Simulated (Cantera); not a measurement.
**Hydrocarbon pyrolysis for carbon deposition**

An isothermal, constant-pressure homogeneous reactor starts with C2H6 : N2 = 1 : 100 (molar parts), at 1475 K and 0.0267 bar.

Computed with Cantera and GRI-Mech 3.0 (53 species, 325 reactions). GRI-Mech 3.0 stops at C3 and has no aromatics, soot or wall deposition, so with more carbon than oxygen in the feed, carbon stays in small species such as C2H2 where larger ones or solid carbon would form. Radical loss at walls, strong at low pressure, is not modelled.

```tsv
t (s)	x C2H6	x CH2	x CH3	x CH4	x C2H2
6.00e-6	0.00990	<1e-12	6.59e-6	2.42e-9	<1e-12
2.54e-5	0.00989	4.02e-11	2.79e-5	4.33e-8	<1e-12
0.000108	0.00984	3.07e-9	0.000117	7.72e-7	1.46e-11
0.000456	0.00962	2.03e-7	0.000471	1.34e-5	1.34e-8
0.00193	0.00763	2.64e-6	0.00147	0.000211	2.79e-5
0.00818	0.00117	3.59e-6	0.00105	0.00160	0.00187
0.0346	1.38e-5	4.15e-7	0.000162	0.00195	0.00661
0.147	1.84e-6	5.22e-8	5.12e-5	0.00185	0.00838
0.621	4.39e-7	1.09e-8	2.24e-5	0.00178	0.00880
2.63	2.16e-7	5.44e-9	1.53e-5	0.00166	0.00888
11.1	1.46e-7	4.61e-9	1.26e-5	0.00134	0.00904
47.2	4.44e-8	2.83e-9	7.07e-6	0.000693	0.00936
200	4.14e-9	9.71e-10	2.19e-6	0.000196	0.00961
```
x: mole fraction; the columns are a selection and need not sum to one.

Equilibrium at this temperature and pressure: C2H6 1.29e-12, CH2 1.52e-11, CH3 3.31e-8, CH4 2.86e-6, C2H2 0.00127 (gas phase only).
